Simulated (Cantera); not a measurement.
An isothermal, constant-pressure homogeneous reactor starts with 9.87 % NH3, 89.8 % N2, 0.316 % H2, at 1848 K and 101000 Pa.

Model: the gas-phase N/H chemistry of the illustrative SiF4/NH3 mechanism in the Surface Chemkin manual (1991), integrated in Cantera. Walls and surfaces, which speed up NH3 decomposition in real reactors, are not modelled.

x: mole fraction; the columns are a selection and need not sum to one.

```
t (s)        x NH3    x N2H2     x NH       x N       x H    x N2H4     x NH2
--------  --------  --------  -------  --------  --------  --------  --------
2.00e-5     0.0987  1.92e-10  2.13e-9  1.29e-12   1.83e-7  8.22e-11   6.85e-6
4.86e-5     0.0987   1.33e-9  1.82e-8  3.67e-11   3.00e-7  4.98e-10   1.67e-5
0.000118    0.0987   9.51e-9  1.33e-7  8.81e-10   5.84e-7   2.92e-9   4.04e-5
0.000287    0.0986   6.24e-8  6.10e-7       ___   1.25e-6   1.53e-8   9.25e-5
0.000697    0.0984   2.10e-7  1.41e-6       ___   2.25e-6   4.57e-8  0.000160
0.00169     0.0980   2.63e-7  1.68e-6       ___   2.87e-6   5.47e-8  0.000175
0.00412     0.0969   2.58e-7  1.81e-6       ___   3.76e-6   5.12e-8  0.000169
0.0100      0.0943   2.47e-7  2.00e-6       ___   5.78e-6   4.49e-8  0.000158
0.0243      0.0884   2.24e-7  2.23e-6       ___   1.03e-5   3.62e-8  0.000142
0.0590      0.0758   1.81e-7  2.33e-6       ___   2.01e-5   2.59e-8  0.000120
0.143       0.0534   1.15e-7  2.14e-6   1.97e-7   4.01e-5   1.45e-8   8.99e-5
0.349       0.0254   4.39e-8  1.58e-6   1.92e-7   7.61e-5   4.72e-9   5.13e-5
0.847      0.00661   7.04e-9  7.89e-7       ___  0.000130  5.95e-10   1.82e-5
2.06       0.00119  4.79e-10  2.44e-7       ___  0.000178  3.28e-11   4.28e-6
5.00      0.000290  3.51e-11  6.92e-8       ___  0.000194  2.26e-12   1.12e-6
```

Problem. Some entries are withheld; supply them.

Solution. 
- 0.000287, x N: 8.05e-9
- 0.000697, x N: 2.32e-8
- 0.00169, x N: 3.24e-8
- 0.00412, x N: 4.42e-8
- 0.0100, x N: 6.98e-8
- 0.0243, x N: 1.14e-7
- 0.0590, x N: 1.65e-7
- 0.847, x N: 1.37e-7
- 2.06, x N: 5.59e-8
- 5.00, x N: 1.71e-8
